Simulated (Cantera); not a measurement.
Input (Python, Cantera):

```python
import numpy as np
import cantera as ct

gas = ct.Solution("gri30.yaml")
gas.TPX = 348, 75000, {'CO': 1, 'H2': 0.095, 'O2': 0.582, 'N2': 2.19}
flame = ct.FreeFlame(gas, width=0.049)
flame.set_refine_criteria(ratio=3, slope=0.08, curve=0.16)
flame.transport_model = "mixture-averaged"
flame.solve(loglevel=0, auto=True)
flame.transport_model = "multicomponent"
flame.soret_enabled = False
flame.solve(loglevel=0, refine_grid=True)
z, T = flame.grid, flame.T
thick = (T[-1] - T[0]) / np.gradient(T, z).max()
show = ['CO', 'H2', 'O2', 'O', 'H2O', 'NO']
print(f"laminar burning velocity  {flame.velocity[0] * 100:.3f} cm/s")
print(f"burnt temperature         {T[-1]:.1f} K")
print(f"thermal thickness         {thick * 1e3:.4f} mm")
print(f"grid points               {len(z)}")
z0 = z[flame.heat_release_rate.argmax()]
print(f"{'z/mm':>9s}{'T/K':>9s}{'u/(m/s)':>9s}" + "".join(f"{s:>11s}" for s in show))
rows = []
for k in (-3, -2, -1.5, -1, -0.5, -0.25, 0, 0.25, 0.5, 1, 2, 4, 8):
    zz = z0 + k * thick
    rows.append([k * thick, np.interp(zz, z, T), np.interp(zz, z, flame.velocity),
                 *(np.interp(zz, z, flame.X[gas.species_index(s)]) for s in show)])
    print(f"{rows[-1][0] * 1e3:9.3f}{rows[-1][1]:9.1f}{rows[-1][2]:9.3f}" + "".join(f"{x:11.3e}" for x in rows[-1][3:]))
```

Output:

```
laminar burning velocity  58.856 cm/s
burnt temperature         2359.5 K
thermal thickness         0.9854 mm
grid points               134
     z/mm      T/K  u/(m/s)         CO         H2         O2          O        H2O         NO
   -2.956    348.0    0.589  2.586e-01  2.456e-02  1.505e-01  2.242e-14  1.521e-09  6.543e-15
   -1.971    348.0    0.589  2.586e-01  2.450e-02  1.505e-01  9.951e-13  3.322e-08  1.554e-13
   -1.478    348.0    0.588  2.587e-01  2.433e-02  1.505e-01  3.361e-11  4.847e-07  2.745e-12
   -0.985    348.3    0.589  2.588e-01  2.372e-02  1.506e-01  6.908e-10  6.207e-06  4.174e-11
   -0.493    365.4    0.616  2.590e-01  2.049e-02  1.507e-01  9.844e-08  3.997e-04  4.986e-09
   -0.246    587.0    0.981  2.485e-01  1.526e-02  1.438e-01  4.423e-05  4.942e-03  2.908e-07
    0.000   1062.2    1.740  2.070e-01  7.559e-03  1.178e-01  3.164e-03  1.478e-02  2.417e-06
    0.246   1390.0    2.223  1.529e-01  2.485e-03  8.329e-02  1.176e-02  1.872e-02  8.732e-06
    0.493   1578.2    2.477  1.165e-01  1.825e-03  6.352e-02  1.530e-02  1.685e-02  1.758e-05
    0.985   1762.9    2.723  9.204e-02  1.935e-03  5.201e-02  1.364e-02  1.655e-02  3.270e-05
    1.971   1925.7    2.943  8.028e-02  1.723e-03  4.680e-02  9.482e-03  1.943e-02  5.290e-05
    3.941   2063.3    3.123  6.832e-02  1.373e-03  4.166e-02  6.139e-03  2.168e-02  8.776e-05
    7.883   2176.4    3.266  5.627e-02  1.055e-03  3.638e-02  3.903e-03  2.317e-02  1.687e-04
```

Computed with Cantera and GRI-Mech 3.0 (53 species, 325 reactions). Burning velocities carry a grid error of a few per cent, more on coarse grids.
